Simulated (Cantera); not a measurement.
Mixture: C3H8 : O2 : N2 = 1 : 5 : 18.8 (molar parts), equivalence ratio 1.0, at 0.987 atm, adiabatic and at constant volume. Ignition delay is the time to a rise of 400 K.

Model: GRI-Mech 3.0 (53 species, 325 reactions), integrated in Cantera. GRI-Mech 3.0 was tuned for natural gas; its chemistry of propane as a main component is partial and can be far from experiment.

**Question.** What does this change do: pressure from 0.987 atm to 9.87 atm?

**Answer.** 
| quantity | before | after |
|---|---|---|
| delay at 1250 K | 2.19 ms | 0.653 ms |
| delay at 1350 K | 0.417 ms | 0.127 ms |
| delay at 1450 K | 0.117 ms | 32.4 µs |
| delay at 1550 K | 45.2 µs | 10.9 µs |
| apparent activation energy between 1500 and 1600 K | 160 kJ/mol | 190 kJ/mol |

**Question.** What does this change do: N2 18.8 to 35 parts?

**Answer.** 
```
quantity                                                before       after
--------------------------------------------------  ----------  ----------
delay at 1250 K                                        2.19 ms     3.24 ms
delay at 1350 K                                       0.417 ms    0.616 ms
delay at 1450 K                                       0.117 ms    0.171 ms
delay at 1550 K                                        45.2 µs     65.8 µs
apparent activation energy between 1500 and 1600 K  160 kJ/mol  160 kJ/mol
```
